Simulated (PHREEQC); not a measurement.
Consider water at 25 °C with 0.14 mol/kgw Mn(NO3)2 and 0.165 mol/kgw ZnSO4. Closed to the air; pH follows from the charge balance.

Equilibrium calculation in PHREEQC: ion-association model, wateq4f.dat.

Problem. The ionic strength comes out as 0.690 mol/kgw. What activity coefficients do SO4-2, ZnOH+, Zn+2, Zn(SO4)2-2, Mn+2 get?

Solution. SO4-2 0.18, ZnOH+ 0.75, Zn+2 0.23, Zn(SO4)2-2 0.31, Mn+2 0.23.

Precipitation was switched off in this run. Complexes and solids missing from the database can't appear.
